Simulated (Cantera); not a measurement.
CH3Cl + F2 (fluorocarbon and chlorocarbon gases)

Charge: 1 mol CH3Cl, a varied amount of F2, at 2825 °C and 44.0 mbar.

Equilibrium computed with Cantera from the NASA thermochemical tables; the gas is ideal and each condensed phase is pure. Candidate condensed phases: C, C6H6, C7H8, C8H18; 118 gas species. The tables' values for CCl are old estimates; treat these amounts as uncertain. The numbers say what is thermodynamically allowed, not how fast it happens.

```tsv
n(F2) (mol)	x H	x HF	x Cl	x H2	x HCl	x C3	x C2H2 (acetylene)	x F	n C(graphite)
0.11	0.406	0.0683	0.199	0.162	0.118	0.0195	0.0133	0.00126	0.651
0.15	0.395	0.0921	0.199	0.153	0.114	0.0195	0.0126	0.00174	0.653
0.19	0.383	0.115	0.199	0.145	0.111	0.0195	0.0119	0.00224	0.656
0.24	0.370	0.144	0.199	0.135	0.107	0.0195	0.0110	0.00290	0.658
0.32	0.348	0.188	0.199	0.119	0.101	0.0195	0.00976	0.00402	0.662
0.41	0.323	0.235	0.200	0.103	0.0939	0.0195	0.00844	0.00541	0.667
0.53	0.291	0.294	0.200	0.0836	0.0849	0.0195	0.00685	0.00753	0.672
0.69	0.249	0.368	0.202	0.0611	0.0732	0.0195	0.00500	0.0110	0.678
```
x: gas mole fraction; n: condensed amount in mol.

From 0.11 mol F2 to 0.69 mol F2 the condensed part is C(graphite). The main C-bearing gas is C3 throughout. The share of C in condensed phases is highest at 0.69 mol F2 (67.8 %) and lowest at 0.11 mol F2 (65.1 %).
